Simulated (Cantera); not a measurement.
A Cantera script and what it prints.

```python
import numpy as np
import cantera as ct

gas_names = [...]  # 115 gases of nasa_gas.yaml made of C, Ca, H, O
cond_names = """
    C(gr) C6H6(L) C7H8(L) C8H18(L),n-octa Ca(a) Ca(b) Ca(L) CaCO3(caL) CaO(s) CaO(L) CaO2H2(s) H2O(s)
    H2O(L)
""".split()


# ... load() reads the species with a 1 bar reference pressure and builds the phases ...
atoms = {
    'Ca(OH)2': {'Ca': 1, 'O': 2, 'H': 2},
    'C': {'C': 1},
    'O2': {'O': 2},
}
top_T = {'C(gr)': 4500}  # K; cautious upper limits of use, not melting points


# ... equilibrate(T, P, feed) seeds the gas with the atoms and calls Mixture.equilibrate('TP', solver="vcs", rtol=1e-11, max_steps=5000) ...
results = []
feed = {'Ca(OH)2': 1, 'C': 0.46, 'O2': 0.89}  # mol
T = 598.15  # K
P = 1333.22  # Pa
mix = equilibrate(T, P, feed)
results.append((T, P, feed, dict(zip(mix.species_names, mix.species_moles))))
print(gas.report(threshold=1e-05))
for i in range(1, mix.n_phases):
    print(f"{mix.phase(i).name:16s} {mix.phase_moles(i):12.5e} mol")
```

Result:

```
       temperature   598.15 K
          pressure   1333.2 Pa
           density   0.0066405 kg/m^3
  mean mol. weight   24.771 kg/kmol
   phase of matter   gas

                          1 kg             1 kmol
                     ---------------   ---------------
          enthalpy       -4.6489e+06       -1.1516e+08  J
   internal energy       -4.8497e+06       -1.2013e+08  J
           entropy             10540        2.6108e+05  J/K
    Gibbs function       -1.0953e+07       -2.7132e+08  J
 heat capacity c_p            1382.8             34253  J/K
 heat capacity c_v            1047.2             25939  J/K

                      mass frac. Y      mole frac. X     chem. pot. / RT
                     ---------------   ---------------   ---------------
               H2O           0.37589           0.51685           -77.114
                O2           0.62411           0.48315           -30.422
     [ +113 minor]        6.4976e-06        3.6572e-06

C(gr)             0.00000e+00 mol
Ca(a)             0.00000e+00 mol
CaCO3(caL)        4.59997e-01 mol
CaO(s)            0.00000e+00 mol
CaO2H2(s)         5.40003e-01 mol
H2O(L)            0.00000e+00 mol
```

Method: chemical equilibrium by Gibbs-energy minimisation in Cantera with the NASA 1993 tables (ideal gas, pure condensed phases).
